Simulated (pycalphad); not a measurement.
# Freezing of Al-Si-Mn alloys with rising Mn

CALPHAD calculation (pycalphad, COST 507 light-alloy database (1999)), 1 atm. The database dates from 1999; later assessments differ in places, in temperatures and in the compounds included. Phase fractions are per mole of atoms.

Scheil-Gulliver runs (no diffusion in the solid, steps of 4 K) beside full equilibrium.

| alloy | liquidus (K) | Scheil, half solid (K) | Scheil, 80 % solid (K) | Scheil, invariant end (K) | liquid left at that end | equilibrium solidus (K) |
|---|---|---|---|---|---|---|
| Al-12.4Si-1.92Mn (at.%) | 977 | at the invariant end | at the invariant end | 850 | 0.90 | 850 |
| Al-12.4Si-3.85Mn (at.%) | 1034 | at the invariant end | at the invariant end | 850 | 0.80 | 850 |
| Al-12.4Si-5.77Mn (at.%) | 1083 | at the invariant end | at the invariant end | 849 | 0.71 | 850 |
| Al-12.4Si-7.7Mn (at.%) | 1119 | at the invariant end | at the invariant end | 850 | 0.62 | 850 |
